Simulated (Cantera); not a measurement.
Input: 1 mol SiH4, 0.0057 mol C3H8, 9.1 mol H2, at 0.133 bar.

Cantera equilibrium calculation (NASA polynomials, part measured and part estimated; ideal gas, pure solids and liquids). Candidate condensed phases: C, C6H6, C7H8, C8H18, Si, SiC; 87 gas species. Mutual solubility and eutectic melting of coexisting phases are not modelled. Gases not in the tables: Si2H6 and higher silanes. Kinetics and transport are ignored.

Task: Which condensed phases are stable at each of these points (T (K)): 1473, 1523, 1573, 1623, 1673, 1723, 1773, 1823?

Result: 
```tsv
T (K)	condensed phases	Si condensed (%)
1473	Si(s) + SiC(s)	100.0
1523	Si(s) + SiC(s)	100.0
1573	Si(s) + SiC(s)	100.0
1623	Si(s) + SiC(s)	100.0
1673	Si(s) + SiC(s)	100.0
1723	Si(l) + SiC(s)	100.0
1773	Si(l) + SiC(s)	99.9
1823	Si(l) + SiC(s)	99.9
```

From 1473 K to 1673 K the condensed part is Si(s) + SiC(s). From 1723 K to 1823 K the condensed part is Si(l) + SiC(s).
